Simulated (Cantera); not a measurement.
Feed: 1 mol Si2Cl6, 0.031 mol HCl, 160 mol N2, held at 1600 K and 12.0 Torr.

Equilibrium computed with Cantera from the NASA thermochemical tables; the gas is ideal and each condensed phase is pure. Candidate condensed phases: NH4Cl, Si, Si3N4; 28 gas species. The feed counts by its element totals alone. The tables' values for SiCl3 are old estimates; treat these amounts as uncertain. Rates play no part.

Base state: N2 0.986, SiCl2 0.00524, SiCl4 0.00413, SiCl3 0.00296, Cl 0.00111, HCl 0.000191 (mole fractions); condensed: gas only.

**Question.** What changes in the equilibrium state with this change: temperature from 1600 K to 1100 K?

**Answer.** 
| species | before | after |
|---|---|---|
| N2 | 0.986 | 0.990 |
| SiCl4 | 0.00413 | 0.00923 |
| HCl | 0.000191 | 0.000192 |
| SiCl2 | 0.00524 | 1.31e-5 |
| Cl | 0.00111 | 1.18e-7 |
| SiCl3 | 0.00296 | 9.32e-5 |
| Si3N4(s), mol | 0 | 0.165 |
N2 is the only nitrogen source here; it is nearly inert below about 1500 K, so the nitride shown seldom forms there in practice.
